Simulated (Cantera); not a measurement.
Adiabatic ignition

An adiabatic, constant-pressure homogeneous reactor starts with CH4 : CO : O2 : N2 : H2O = 1 : 0.57 : 1.27 : 11.6 : 0.38 (molar parts), equivalence ratio 1.8, at 1525 K and 10.0 bar.

Computed with Cantera and GRI-Mech 3.0 (53 species, 325 reactions).

```csv
t (s),T (K),x CH4,x CO,x O2,x NO2,x NO,x H2O,x CH2O
5.00e-6,1525,0.0675,0.0385,0.0857,<1e-12,<1e-12,0.0256,4.64e-7
1.07e-5,1525,0.0675,0.0385,0.0857,<1e-12,<1e-12,0.0256,2.47e-6
2.27e-5,1525,0.0674,0.0385,0.0857,<1e-12,<1e-12,0.0257,1.27e-5
4.84e-5,1525,0.0673,0.0384,0.0856,<1e-12,<1e-12,0.0257,5.53e-5
0.000103,1527,0.0669,0.0384,0.0854,<1e-12,1.31e-12,0.0260,0.000179
0.000220,1534,0.0654,0.0385,0.0845,<1e-12,5.69e-12,0.0269,0.000483
0.000469,1595,0.0539,0.0411,0.0761,1.86e-11,2.05e-10,0.0363,0.00127
0.00100,2241,7.03e-5,0.0754,6.63e-7,2.95e-10,4.28e-5,0.0983,4.36e-7
0.00213,2240,5.69e-8,0.0758,6.94e-7,4.50e-10,6.49e-5,0.0981,1.70e-8
0.00454,2240,1.38e-10,0.0758,6.97e-7,4.02e-10,5.79e-5,0.0981,1.66e-8
0.00969,2240,1.36e-10,0.0758,6.98e-7,3.14e-10,4.53e-5,0.0981,1.66e-8
0.0206,2240,1.35e-10,0.0758,6.99e-7,2.32e-10,3.34e-5,0.0981,1.66e-8
0.0440,2240,1.34e-10,0.0758,7.00e-7,1.84e-10,2.65e-5,0.0981,1.66e-8
0.0938,2240,1.34e-10,0.0758,7.00e-7,1.72e-10,2.47e-5,0.0981,1.66e-8
0.200,2240,1.34e-10,0.0758,7.00e-7,1.71e-10,2.46e-5,0.0981,1.66e-8
```
x: mole fraction; the columns are a selection and need not sum to one.

- time of steepest temperature rise: 0.557 ms
- temperature at 0.200 s: 2240 K
- equilibrium temperature: 2240 K
- x(CH4) at 0.200 s: 1.34e-10 (gas-phase equilibrium 1.50e-10)
- x(CO) at 0.200 s: 0.0758 (gas-phase equilibrium 0.0758)
- x(O2) at 0.200 s: 7.00e-7 (gas-phase equilibrium 7.00e-7)
